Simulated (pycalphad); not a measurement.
**Effect of Si content in Mg-Si-Al**

Computed with pycalphad from the COST 507 light-alloy database (1999), at 1 atm. The data set is of 1999 and partly superseded. Amounts are mole fractions of atoms.

```tsv
alloy	liquidus (°C)	first solid	solidus (°C)	phases at 452 °C
Mg-4.357Si-75.14Al (wt.%)	664	MG2SI	454	fcc 0.88, MG2SI 0.12
Mg-8.663Si-74.7Al (wt.%)	684	MG2SI	594	fcc 0.75, MG2SI 0.25
Mg-12.92Si-74.27Al (wt.%)	670	MG2SI	557	fcc 0.74, MG2SI 0.21, diamond (Si) 0.05
Mg-17.13Si-73.84Al (wt.%)	630	MG2SI	557	fcc 0.74, MG2SI 0.15, diamond (Si) 0.11
```

Database names, with the compositions (at.%) that they take in these runs: MG2SI: Mg 67 Si 33.
